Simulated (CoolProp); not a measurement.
Values from CoolProp's reference Helmholtz-energy equation of state, Setzmann 1991.

Problem. For methane, give the phase and the cp (kJ/(kg K)), Prandtl number at 19.55 °C and 0.314 bar.

Solution. 
- 19.55 °C and 0.314 bar: gas; cp 2.22, Prandtl number 0.732

Viscosity comes from a separate model (Quiñones-Cisneros 2006). Thermal conductivity comes from a separate model (Friend 1989).
